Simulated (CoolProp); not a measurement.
Vapour-liquid equilibrium of isobutane (1) + acetone (2) at 67.65 °C; x and y are mole fractions of (1).

Computed with CoolProp (multi-fluid Helmholtz-energy mixture model, Bücker 2006 and Lemmon 2006; pair parameters Bell 2016).

| x | bubble pressure, mixture model (MPa) | bubble pressure, Raoult's law (MPa) | y, mixture model | y, Raoult's law |
|---|---|---|---|---|
| 0.05 | 0.2857 | 0.1924 | 0.484 | 0.268 |
| 0.15 | 0.5006 | 0.2809 | 0.714 | 0.552 |
| 0.25 | … | 0.3694 | 0.785 | 0.699 |
| 0.35 | 0.7376 | 0.4579 | … | 0.790 |
| 0.45 | 0.7982 | 0.5463 | 0.840 | 0.851 |
| 0.55 | … | 0.6348 | … | 0.895 |
| 0.65 | … | 0.7233 | … | 0.928 |
| 0.75 | … | 0.8118 | … | 0.954 |
| 0.85 | 0.9670 | 0.9002 | 0.922 | 0.975 |
| 0.95 | 1.012 | 0.9887 | 0.968 | 0.993 |

Problem. What belongs in the gaps?

Solution. 
- 0.25, bubble pressure, mixture model (MPa): 0.6449
- 0.35, y, mixture model: 0.819
- 0.55, bubble pressure, mixture model (MPa): 0.8427
- 0.55, y, mixture model: 0.856
- 0.65, bubble pressure, mixture model (MPa): 0.8820
- 0.65, y, mixture model: 0.872
- 0.75, bubble pressure, mixture model (MPa): 0.9227
- 0.75, y, mixture model: 0.892

The largest gap from Raoult's law is +78.2 % in bubble pressure, at x = 0.15. No azeotrope shows between x = 0.05 and 0.95.

Pair parameters are fitted to limited data, so mixtures are less certain than the pure fluids. With so large a gap from Raoult's law the liquid may split in two, which this calculation doesn't test in full.
